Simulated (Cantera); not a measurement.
Input: 1 mol CO2, 0.063 mol H2O, 0.59 mol O2, at 13300 Pa.

These are equilibrium values from Cantera (NASA tables, ideal gas, pure condensed phases), not measurements of a reactor. Candidate condensed phases: C, C6H6, C7H8, C8H18, H2O; 110 gas species. Kinetics and transport are ignored. All values below are at 2198 K.

Base state: CO2 0.582, O2 0.357, H2O 0.0346, CO 0.0158, OH 0.00550, O 0.00437, H 0.000204, H2 0.000179 (mole fractions); condensed: gas only.

Q: What changes in the equilibrium state with this change: O2 from 0.59 to 2.7 mol?

A: 
```
species    before     after
-------  --------  --------
O2          0.357     0.711
CO2         0.582     0.259
H2O        0.0346    0.0144
CO         0.0158   0.00500
H2       0.000179   5.27e-5
H        0.000204  0.000111
O         0.00437   0.00617
OH        0.00550   0.00421
```
